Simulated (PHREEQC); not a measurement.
NaF is added in steps, without added water, to 1 kg of water holding 0.002 mol Ag2SO4 and 0.18 mol HF, at 20 °C. Oxygen is held at 0.21 atm. CO2 is held at log p = -3.4 (atm). Solids allowed: Ag2O, Ag2CO3, Ag2SO4, Mirabilite, Nahcolite, Natron. Others were left out.

Base run: PHREEQC, ion-association model, wateq4f.dat. Each further column changes one thing. The table gives F- (mol/kgw).

```csv
NaF added (mol),base,HF from 0.18 to 0.162 mol/kgw,Ag2SO4 left out,temperature from 20 to 30 °C,no solid may form
0,0.00851,0.00825,0.00813,0.00800,0.00851
0.009,0.0125,0.0124,0.0122,0.0118,0.0125
0.0135,0.0149,0.0148,0.0146,0.0141,0.0149
0.0225,0.0201,0.0202,0.0199,0.0190,0.0201
0.0315,0.0257,0.0260,0.0256,0.0244,0.0257
0.036,0.0286,0.0290,0.0285,0.0272,0.0286
0.045,0.0346,0.0351,0.0346,0.0330,0.0346
0.054,0.0407,0.0414,0.0407,0.0388,0.0407
0.0585,0.0438,0.0445,0.0438,0.0418,0.0438
0.0675,0.0500,0.0509,0.0501,0.0478,0.0500
0.0765,0.0563,0.0573,0.0564,0.0538,0.0563
0.081,0.0594,0.0605,0.0596,0.0569,0.0594
0.09,0.0658,0.0670,0.0659,0.0630,0.0658
```

wateq4f.dat counts part of the HF as a dimer, H2F2, which phreeqc.dat doesn't know; its constant is uncertain. Solids allowed in the column 'Ag2SO4 left out': Nahcolite, Natron.
